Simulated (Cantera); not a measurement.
An adiabatic, constant-volume homogeneous reactor starts with CH4 : C2H6 : C3H8 : O2 : N2 = 1 : 0.06 : 0.23 : 9.08 : 64.5 (molar parts), equivalence ratio 0.37, at 1800 K and 1650 Torr. Integrator tolerance rtol = 1e-08.

Detailed kinetics in Cantera: GRI-Mech 3.0 (53 species, 325 reactions). GRI-Mech 3.0 was tuned for natural gas; its chemistry of propane as a main component is partial and can be far from experiment.

What does this change do: initial temperature 1800 to 1625 K?


```tsv
quantity	before	after
time of steepest temperature rise	12.7 µs	32.9 µs
temperature at 4.00 s	2356 K	2213 K
equilibrium temperature	2356 K	2213 K
x(CH4) at 4.00 s	<1e-12 (gas-phase equilibrium <1e-12)	<1e-12 (gas-phase equilibrium <1e-12)
x(C2H6) at 4.00 s	<1e-12 (gas-phase equilibrium <1e-12)	<1e-12 (gas-phase equilibrium <1e-12)
x(C3H8) at 4.00 s	<1e-12 (gas-phase equilibrium <1e-12)	<1e-12 (gas-phase equilibrium <1e-12)
x(NO) at 4.00 s	0.0106 (gas-phase equilibrium 0.0106)	0.00794 (gas-phase equilibrium 0.00794)
x(C2H4) at 4.00 s	<1e-12 (gas-phase equilibrium <1e-12)	<1e-12 (gas-phase equilibrium <1e-12)
x(HCN) at 4.00 s	<1e-12 (gas-phase equilibrium <1e-12)	<1e-12 (gas-phase equilibrium <1e-12)
x(NO2) at 4.00 s	1.08e-5 (gas-phase equilibrium 1.08e-5)	1.00e-5 (gas-phase equilibrium 1.00e-5)
```

What does this change do: constant pressure in place of constant volume?


```tsv
quantity	before	after
time of steepest temperature rise	12.7 µs	13.2 µs
temperature at 4.00 s	2356 K	2247 K
equilibrium temperature	2356 K	2247 K
x(CH4) at 4.00 s	<1e-12 (gas-phase equilibrium <1e-12)	<1e-12 (gas-phase equilibrium <1e-12)
x(C2H6) at 4.00 s	<1e-12 (gas-phase equilibrium <1e-12)	<1e-12 (gas-phase equilibrium <1e-12)
x(C3H8) at 4.00 s	<1e-12 (gas-phase equilibrium <1e-12)	<1e-12 (gas-phase equilibrium <1e-12)
x(NO) at 4.00 s	0.0106 (gas-phase equilibrium 0.0106)	0.00852 (gas-phase equilibrium 0.00852)
x(C2H4) at 4.00 s	<1e-12 (gas-phase equilibrium <1e-12)	<1e-12 (gas-phase equilibrium <1e-12)
x(HCN) at 4.00 s	<1e-12 (gas-phase equilibrium <1e-12)	<1e-12 (gas-phase equilibrium <1e-12)
x(NO2) at 4.00 s	1.08e-5 (gas-phase equilibrium 1.08e-5)	8.78e-6 (gas-phase equilibrium 8.78e-6)
```

What does this change do: pressure from 1650 Torr to 578 Torr?


| quantity | before | after |
|---|---|---|
| time of steepest temperature rise | 12.7 µs | 29.2 µs |
| temperature at 4.00 s | 2356 K | 2341 K |
| equilibrium temperature | 2356 K | 2341 K |
| x(CH4) at 4.00 s | <1e-12 (gas-phase equilibrium <1e-12) | <1e-12 (gas-phase equilibrium <1e-12) |
| x(C2H6) at 4.00 s | <1e-12 (gas-phase equilibrium <1e-12) | <1e-12 (gas-phase equilibrium <1e-12) |
| x(C3H8) at 4.00 s | <1e-12 (gas-phase equilibrium <1e-12) | <1e-12 (gas-phase equilibrium <1e-12) |
| x(NO) at 4.00 s | 0.0106 (gas-phase equilibrium 0.0106) | 0.0103 (gas-phase equilibrium 0.0103) |
| x(C2H4) at 4.00 s | <1e-12 (gas-phase equilibrium <1e-12) | <1e-12 (gas-phase equilibrium <1e-12) |
| x(HCN) at 4.00 s | <1e-12 (gas-phase equilibrium <1e-12) | <1e-12 (gas-phase equilibrium <1e-12) |
| x(NO2) at 4.00 s | 1.08e-5 (gas-phase equilibrium 1.08e-5) | 6.30e-6 (gas-phase equilibrium 6.30e-6) |
